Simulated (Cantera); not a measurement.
Source: NASA polynomial tables (part measured, part estimated), evaluated in Cantera. Values are per mole of reaction as written; species without (g) are pure solids or liquids, kept so even where they would boil at 1 bar.

B₂O₃(g) + 3 BN → 3 NO(g) + 5 B

```
T (K)  ΔH° (kJ)  ΔS° (J/K)  ΔG° (kJ)  log10 K
-----  --------  ---------  --------  -------
350         ___        ___       ___      ___
500         ___        ___       ___      ___
650      1866.8      343.3    1643.6  -132.08
800      1867.3      344.1    1592.0  -103.95
950         ___        ___       ___      ___
1100        ___        ___       ___      ___
```

Fill in the missing entries.


- 350, ΔH° (kJ): 1863.5
- 350, ΔS° (J/K): 336.2
- 350, ΔG° (kJ): 1745.8
- 350, log10 K: -260.54
- 500, ΔH° (kJ): 1865.5
- 500, ΔS° (J/K): 341.2
- 500, ΔG° (kJ): 1695.0
- 500, log10 K: -177.07
- 950, ΔH° (kJ): 1867.4
- 950, ΔS° (J/K): 344.3
- 950, ΔG° (kJ): 1540.4
- 950, log10 K: -84.69
- 1100, ΔH° (kJ): 1867.2
- 1100, ΔS° (J/K): 344.0
- 1100, ΔG° (kJ): 1488.8
- 1100, log10 K: -70.69
